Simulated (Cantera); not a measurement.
A closed system holds: 1 mol Al(CH3)3, 2.4 mol NH3, 480 mol N2, 4.2 mol H2O, equilibrated at 57.0 Pa.

Method: chemical equilibrium by Gibbs-energy minimisation in Cantera with the NASA 1993 tables (ideal gas, pure condensed phases). Candidate condensed phases: Al, AlN, Al2O3, C, C6H6, C7H8, C8H18, H2O; 148 gas species. The feed counts by its element totals alone. Rates play no part.

Question: At 1073 K, list the 3 most abundant gas species with their mole fractions, and the condensed phases.

Answer: N2 0.970, H2 0.0248, CO 0.00544. Condensed: Al2O3(s) + C(graphite).
